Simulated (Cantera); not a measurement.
Roasting and sulfation: MgO + SO₂ + O₂ + H₂S

Input: 1 mol MgO, 0.18 mol SO₂, 0.87 mol O₂, 0.069 mol H₂S, equilibrated at 6.90 bar.

Equilibrium computed with Cantera from the NASA thermochemical tables; the gas is ideal and each condensed phase is pure. Candidate condensed phases: H₂O, H₂SO₄, Mg, MgO, Mg(OH)₂, MgS, MgSO₄, S; 26 gas species. Mutual solubility and eutectic melting of coexisting phases are not modelled. The numbers say what is thermodynamically allowed, not how fast it happens.

From 723 K to 1323 K the condensed part is MgO(s) + MgSO₄(s). At 1423 K the condensed part is MgO(s) + MgSO₄(l). From 1523 K to 1823 K the condensed part is MgO(s).

```csv
T (K),log p O₂,log p SO₂,log p H₂O,log p SO₃,n MgO(s),n MgSO₄(s),n MgSO₄(l)
723,0.79,<-11,-0.17,-10.91,0.751,0.249,0
823,0.79,-10.19,-0.17,-8.43,0.751,0.249,0
923,0.79,-7.59,-0.17,-6.51,0.751,0.249,0
1023,0.79,-5.51,-0.17,-4.97,0.751,0.249,0
1123,0.79,-3.81,-0.17,-3.71,0.751,0.249,0
1223,0.79,-2.40,-0.17,-2.68,0.752,0.248,0
1323,0.79,-1.22,-0.18,-1.81,0.759,0.241,0
1423,0.75,-0.20,-0.24,-1.08,0.837,0,0.163
1523,0.69,0.17,-0.35,-0.96,1.00,0,0
1623,0.69,0.18,-0.36,-1.15,1.00,0,0
1723,0.69,0.19,-0.36,-1.32,1.00,0,0
1823,0.69,0.19,-0.36,-1.48,1.000,0,0
```
log p: log10 of the partial pressure in bar; n: condensed amount in mol.
